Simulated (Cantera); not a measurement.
# Ammonia decomposition in nitride growth gas

An isothermal, constant-pressure homogeneous reactor starts with 10.1 % NH₃, 89.9 % H₂, at 2350 K and 195 Torr.

Computed with Cantera and the gas-phase N/H chemistry of the illustrative SiF4/NH3 mechanism in the Surface Chemkin manual (1991). Walls and surfaces, which speed up NH3 decomposition in real reactors, are not modelled.

```tsv
t (s)	x NH₃	x H₂	x NH	x H	x N₂H₂	x N	x N₂H₄
0.000100	0.100	0.898	1.01e-5	0.00112	1.32e-7	5.10e-7	1.77e-9
0.000339	0.0983	0.897	5.97e-5	0.00278	1.49e-6	7.37e-6	1.04e-8
0.00115	0.0865	0.903	7.08e-5	0.00325	1.75e-6	1.02e-5	1.08e-8
0.00389	0.0555	0.920	6.24e-5	0.00386	1.10e-6	1.05e-5	6.05e-9
0.0132	0.0105	0.941	4.01e-5	0.00723	2.11e-7	1.26e-5	7.17e-10
0.0447	5.64e-5	0.931	2.30e-6	0.0231	1.53e-10	2.36e-6	<1e-12
0.152	6.82e-6	0.931	2.93e-7	0.0238	2.59e-12	3.08e-7	<1e-12
0.514	1.77e-6	0.931	7.63e-8	0.0238	<1e-12	8.03e-8	<1e-12
1.74	7.16e-7	0.931	3.08e-8	0.0238	<1e-12	3.24e-8	<1e-12
5.90	6.13e-7	0.931	2.64e-8	0.0238	<1e-12	2.77e-8	<1e-12
20.0	6.12e-7	0.931	2.64e-8	0.0238	<1e-12	2.77e-8	<1e-12
```
x: mole fraction; the columns are a selection and need not sum to one.

Equilibrium at this temperature and pressure: NH₃ 6.12e-7, H₂ 0.931, NH 2.64e-8, H 0.0238, N₂H₂ <1e-12, N 2.77e-8, N₂H₄ <1e-12 (gas phase only).
